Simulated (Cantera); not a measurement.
Feed: 1 mol Si3N4, a varied amount of NF3, 1 mol H2, at 0.133 bar.

Cantera equilibrium calculation (NASA polynomials, part measured and part estimated; ideal gas, pure solids and liquids). Candidate condensed phases: Si, Si3N4; 37 gas species. Mutual solubility and eutectic melting of coexisting phases are not modelled. The tables' values for SiF2, SiF3 are old estimates. Rates play no part.

Stable condensed phases, one row left out:

```
T in °C \ n(NF3) in mol
         1.6 1.9 2.2 2.5 2.9 3.4 3.9 4.6 5.3 6.1 7.1 8.3 9.6
   1850    A   A   A   A   B   B   B   B   B   B   B   B   B
   1800    A   A   A   A   B   B   B   B   B   B   B   B   B
   1750    A   A   A   A   B   B   B   B   B   B   B   B   B
   1700    A   A   A   A   B   B   B   B   B   B   B   B   B
   1650    C   D   D   D   D   B   B   B   B   B   B   B   B
   1600    D   D   D   D   D   B   B   B   B   B   B   B   B
   1550    D   D   D   D   D   B   B   B   B   B   B   B   B
   1500    D   D   D   D   D   D   B   B   B   B   B   B   B
   1450    D   D   D   D   D   D   B   B   B   B   B   B   B
   1400    D   D   D   D   D   D   B   B   B   B   B   B   B
   1350    D   D   D   D   D   D   B   B   B   B   B   B   B
   1250    D   D   D   D   D   D   D   B   B   B   B   B   B
```

A: Si; B: gas only; C: Si + Si3N4; D: Si3N4.

Problem. Give the row for 1300 °C.

Solution. 1.6: Si3N4; 1.9: Si3N4; 2.2: Si3N4; 2.5: Si3N4; 2.9: Si3N4; 3.4: Si3N4; 3.9: gas only; 4.6: gas only; 5.3: gas only; 6.1: gas only; 7.1: gas only; 8.3: gas only; 9.6: gas only.
